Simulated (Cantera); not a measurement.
A closed system holds: 1 mol SiHCl3, 72 mol N2, 0.33 mol NH3, at 10.0 mbar.

Method: chemical equilibrium by Gibbs-energy minimisation in Cantera with the NASA 1993 tables (ideal gas, pure condensed phases). Candidate condensed phases: NH4Cl, Si, Si3N4; 28 gas species. The tables' values for SiCl3, SiCl, SiN are old estimates; treat these amounts as uncertain. Rates play no part.

x: gas mole fraction; n: condensed amount in mol.

| T (K) | x N2 | x HCl | x SiCl2 | x H2 | x SiCl4 | n Si3N4(s) |
|---|---|---|---|---|---|---|
| 773 | 0.971 | 0.0210 | 2.96e-11 | 0.00298 | 0.00491 | 0.212 |
| 873 | 0.971 | 0.0220 | 4.53e-9 | 0.00246 | 0.00465 | 0.219 |
| 973 | 0.971 | 0.0227 | 2.44e-7 | 0.00210 | 0.00446 | 0.223 |
| 1073 | 0.971 | 0.0232 | 6.15e-6 | 0.00185 | 0.00431 | 0.226 |
| 1173 | 0.970 | 0.0236 | 8.73e-5 | 0.00168 | 0.00407 | 0.226 |
| 1273 | 0.970 | 0.0236 | 0.000755 | 0.00163 | 0.00338 | 0.216 |
| 1373 | 0.969 | 0.0229 | 0.00363 | 0.00194 | 0.00169 | (withheld) |
| 1473 | 0.967 | 0.0203 | 0.00808 | 0.00322 | 0.000312 | (withheld) |
| 1573 | 0.967 | 0.0159 | 0.0115 | 0.00537 | 3.60e-5 | (withheld) |
| 1673 | 0.967 | 0.0131 | 0.0132 | 0.00674 | 5.93e-6 | 0 |
| 1773 | 0.966 | 0.0130 | 0.0132 | 0.00668 | 1.85e-6 | 0 |
| 1873 | 0.966 | 0.0130 | 0.0130 | 0.00655 | 6.52e-7 | 0 |
| 1973 | 0.965 | 0.0131 | 0.0124 | 0.00620 | 2.65e-7 | 0 |

Problem. Complete the blanks.

Solution. 
- 1373, n Si3N4(s): 0.173
- 1473, n Si3N4(s): 0.104
- 1573, n Si3N4(s): 0.0377
